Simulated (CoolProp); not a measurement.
Aqueous sodium chloride as a coolant, at 21 °C, 1 atm.

The numbers come from the Melinder's fits for secondary coolants in CoolProp.

```json
[
 {"mass %": "1.5", "freezing point (°C)": "-0.9", "conductivity (W/(m K))": "0.599", "viscosity (mPa s)": "0.998", "density (kg/m³)": "1009", "cp (kJ/(kg K))": "4.099"},
 {"mass %": "3.1", "freezing point (°C)": "-1.9", "conductivity (W/(m K))": "0.597", "viscosity (mPa s)": "1.02", "density (kg/m³)": "1020", "cp (kJ/(kg K))": "4.018"},
 {"mass %": "4.7", "freezing point (°C)": "-2.9", "conductivity (W/(m K))": "0.596", "viscosity (mPa s)": "1.05", "density (kg/m³)": "1032", "cp (kJ/(kg K))": "3.943"},
 {"mass %": "6.3", "freezing point (°C)": "-3.9", "conductivity (W/(m K))": "0.594", "viscosity (mPa s)": "(withheld)", "density (kg/m³)": "1043", "cp (kJ/(kg K))": "3.872"},
 {"mass %": "7.9", "freezing point (°C)": "-5.0", "conductivity (W/(m K))": "0.592", "viscosity (mPa s)": "1.12", "density (kg/m³)": "1055", "cp (kJ/(kg K))": "3.805"},
 {"mass %": "9.5", "freezing point (°C)": "-6.2", "conductivity (W/(m K))": "0.591", "viscosity (mPa s)": "1.15", "density (kg/m³)": "1067", "cp (kJ/(kg K))": "3.743"},
 {"mass %": "11.1", "freezing point (°C)": "(withheld)", "conductivity (W/(m K))": "0.589", "viscosity (mPa s)": "1.19", "density (kg/m³)": "1078", "cp (kJ/(kg K))": "3.684"},
 {"mass %": "12.7", "freezing point (°C)": "-8.8", "conductivity (W/(m K))": "0.588", "viscosity (mPa s)": "1.24", "density (kg/m³)": "1090", "cp (kJ/(kg K))": "3.629"},
 {"mass %": "14.2", "freezing point (°C)": "(withheld)", "conductivity (W/(m K))": "0.586", "viscosity (mPa s)": "(withheld)", "density (kg/m³)": "(withheld)", "cp (kJ/(kg K))": "3.579"},
 {"mass %": "15.8", "freezing point (°C)": "-11.7", "conductivity (W/(m K))": "0.584", "viscosity (mPa s)": "(withheld)", "density (kg/m³)": "1114", "cp (kJ/(kg K))": "3.530"},
 {"mass %": "17.4", "freezing point (°C)": "-13.4", "conductivity (W/(m K))": "0.583", "viscosity (mPa s)": "1.39", "density (kg/m³)": "1127", "cp (kJ/(kg K))": "3.483"},
 {"mass %": "19", "freezing point (°C)": "-15.2", "conductivity (W/(m K))": "0.581", "viscosity (mPa s)": "1.45", "density (kg/m³)": "1139", "cp (kJ/(kg K))": "3.438"}
]
```

**Question.** What belongs in the gaps?

**Answer.** 
- 6.3, viscosity (mPa s): 1.08
- 11.1, freezing point (°C): -7.4
- 14.2, freezing point (°C): -10.1
- 14.2, viscosity (mPa s): 1.28
- 14.2, density (kg/m³): 1102
- 15.8, viscosity (mPa s): 1.33
